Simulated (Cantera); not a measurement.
Feed: 1 mol B2O3, 9.4 mol O2, equilibrated at 120 Pa.

These are equilibrium values from Cantera (NASA tables, ideal gas, pure condensed phases), not measurements of a reactor. Candidate condensed phases: B, B2O3; 10 gas species. Kinetics and transport are ignored. All values below are at 1923 K.

Base state: O2 0.877, B2O3 0.0762, BO2 0.0370, O 0.00978, BO 0.000114 (mole fractions); condensed: gas only.

Q: What changes in the equilibrium state with this change: 0.0065 mol H2 added?

A: 
```
species    before     after
-------  --------  --------
O2          0.877     0.876
B2O3       0.0762    0.0757
BO2        0.0370    0.0368
HBO2            0   0.00118
OH              0   4.38e-5
BO       0.000114  0.000113
O         0.00978   0.00978
```
Further candidate phases: B3O3H3, H2O.
